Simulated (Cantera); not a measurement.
An adiabatic, constant-pressure homogeneous reactor starts with CO : H2 : O2 : N2 = 1 : 0.7 : 0.5 : 5.5 (molar parts), equivalence ratio 1.7, at 1450 K and 1.00 bar.

Model: GRI-Mech 3.0 (53 species, 325 reactions), integrated in Cantera.

One state of this run: T (K) = 1962; x CO = 0.0849; x H2 = 0.0212; x O2 = 0.00805; x NO = 5.70e-5; x N2O = 4.45e-8. x: mole fraction; the columns are a selection and need not sum to one.

Q: Which value of t (s) does it belong to?
(A) 0.0167
(B) 1.33e-5
(C) 0.000143
(D) 0.00757

A: C, 0.000143
